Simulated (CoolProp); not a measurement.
Isohexane along the isotherm 531.2 K: Z from the reference equation and from simpler models built on Tc = 497.7 K, pc = 3.043 MPa, ω = 0.280; each cubic takes its own stable root.

Values from CoolProp's reference Helmholtz-energy equation of state, Lemmon 2006. It is a short technical equation, of lower accuracy than the large ones.

| p (MPa) | phase | reference |
|---|---|---|
| 2.54 | gas | 0.7195 |
| 5.07 | supercritical | 0.3455 |
| 7.61 | supercritical | 0.3963 |
| 10.1 | supercritical | 0.4825 |
| 12.7 | supercritical | 0.5749 |
| 15.2 | supercritical | 0.6630 |
| 17.7 | supercritical | 0.7501 |
| 20.3 | supercritical | 0.8394 |
| 22.8 | supercritical | 0.9240 |
| 25.4 | supercritical | 1.011 |
| 27.9 | supercritical | 1.094 |
| 30.4 | supercritical | 1.175 |

Task: How far does each simpler model (van der Waals, Redlich-Kwong) lie from the reference over these 12 states: mean and median of the absolute difference, and the worst?

Result: 
- van der Waals: mean 28.9 %, median 32.8 %, worst +33.6 % at 531.2 K and 30.4 MPa
- Redlich-Kwong: mean 6.1 %, median 5.6 %, worst +11.4 % at 531.2 K and 7.61 MPa
